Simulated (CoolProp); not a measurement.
Saturated liquid density (kg/m³) of tetrahydrofuran: the reference equation beside estimates from Tc = 540.2 K, pc = 5304 kPa, ω = 0.234. Rackett uses Z = 0.29056 − 0.08775 ω.

The numbers come from the reference Helmholtz-energy equation of state, Fiedler 2023 in CoolProp.

```csv
T (K),reference,Rackett,Redlich-Kwong
327.4,849.2,860.1,768.9
338.4,?,847.2,?
349.5,823.5,?,?
360.5,810.4,820.3,728.4
371.5,797.0,806.4,713.8
382.5,783.2,792.1,?
393.5,769.0,777.3,682.6
404.5,?,762.0,665.9
415.5,739.4,746.2,648.4
426.5,723.7,?,630.0
```

Q: What belongs in the gaps?

A: 
- 338.4, reference: 836.5
- 338.4, Redlich-Kwong: 756.0
- 349.5, Rackett: 833.9
- 349.5, Redlich-Kwong: 742.4
- 382.5, Redlich-Kwong: 698.6
- 404.5, reference: 754.5
- 426.5, Rackett: 729.6

Absolute difference from the reference over all 10 rows, mean and median: Rackett 1.1 and 1.2 %, Redlich-Kwong 10.9 and 10.6 %.
